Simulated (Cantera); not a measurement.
# Hydrocarbon pyrolysis for carbon deposition

An isothermal, constant-pressure homogeneous reactor starts with C2H6 : N2 = 1 : 120 (molar parts), at 1750 K and 0.987 atm.

Detailed kinetics in Cantera: GRI-Mech 3.0 (53 species, 325 reactions). GRI-Mech 3.0 stops at C3 and has no aromatics, soot or wall deposition, so with more carbon than oxygen in the feed, carbon stays in small species such as C2H2 where larger ones or solid carbon would form.

```
t (s)      x C2H6     x CH4      x H2    x CH2    x C2H4     x HCN     x CH3
--------  -------  --------  --------  -------  --------  --------  --------
2.00e-6   0.00796   4.46e-6   3.56e-6  1.20e-7   5.35e-6  7.80e-12  0.000576
8.60e-6   0.00684   7.98e-5  0.000260  5.57e-6  0.000300   6.08e-8   0.00199
3.69e-5   0.00224  0.000939   0.00444  1.61e-5   0.00350   5.69e-6   0.00231
0.000159  6.20e-5   0.00183    0.0107  3.68e-6   0.00224   1.40e-5  0.000454
0.000682  3.93e-6   0.00181    0.0129  3.54e-7  0.000487   1.52e-5  0.000116
0.00293   1.18e-6   0.00170    0.0136  1.17e-7   3.67e-5   1.54e-5   6.31e-5
0.0126    7.17e-7   0.00135    0.0142  9.17e-8   1.44e-5   1.59e-5   4.93e-5
0.0541    1.97e-7  0.000705    0.0152  4.96e-8   6.78e-6   1.73e-5   2.59e-5
0.233     2.06e-8  0.000227    0.0159  1.65e-8   4.51e-6   1.96e-5   8.42e-6
1.00      1.37e-9   5.82e-5    0.0161  4.27e-9   4.35e-6   2.24e-5   2.16e-6
```
x: mole fraction; the columns are a selection and need not sum to one.

Equilibrium at this temperature and pressure: C2H6 9.62e-12, CH4 4.46e-6, H2 0.0162, CH2 3.29e-10, C2H4 3.49e-7, HCN 0.0150, CH3 1.66e-7 (gas phase only).
